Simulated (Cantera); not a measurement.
## Silicon etching in halogen gases: Si + SF6 + N2

Feed: 1 mol Si, a varied amount of SF6, 17 mol N2, held at 1575 K and 0.000320 bar.

Equilibrium computed with Cantera from the NASA thermochemical tables; the gas is ideal and each condensed phase is pure. Candidate condensed phases: S, Si, Si3N4; 29 gas species. The tables' values for SF3, S2F2 (SSF2), FS2F (FSSF) are old estimates; treat these amounts as uncertain. Rates play no part.

From 0.8 mol SF6 to 4.3 mol SF6 nothing is condensed. The main Si-bearing gas is SiF4 throughout.

| n(SF6) (mol) | log p N2 | log p F | log p SF2 | log p SiF4 | log p S2 | log p SF3 |
|---|---|---|---|---|---|---|
| 0.8 | -3.54 | -5.25 | -5.48 | -4.77 | -5.36 | -8.05 |
| 1.1 | -3.56 | -4.84 | -4.91 | -4.79 | -5.86 | -7.07 |
| 1.4 | -3.59 | -4.57 | -4.73 | -4.82 | -6.58 | -6.62 |
| 1.7 | -3.62 | -4.39 | -4.65 | -4.85 | -7.15 | -6.36 |
| 2 | -3.64 | -4.27 | -4.60 | -4.87 | -7.53 | -6.20 |
| 2.3 | -3.67 | -4.19 | -4.57 | -4.90 | -7.80 | -6.08 |
| 2.5 | -3.69 | -4.14 | -4.55 | -4.92 | -7.93 | -6.01 |
| 2.8 | -3.71 | -4.09 | -4.52 | -4.94 | -8.10 | -5.93 |
| 3.1 | -3.73 | -4.05 | -4.50 | -4.96 | -8.23 | -5.87 |
| 3.4 | -3.75 | -4.01 | -4.49 | -4.98 | -8.34 | -5.82 |
| 3.7 | -3.77 | -3.98 | -4.47 | -5.00 | -8.43 | -5.77 |
| 4 | -3.79 | -3.95 | -4.46 | -5.02 | -8.51 | -5.73 |
| 4.3 | -3.81 | -3.93 | -4.45 | -5.04 | -8.57 | -5.70 |
log p: log10 of the partial pressure in bar; nothing condenses.
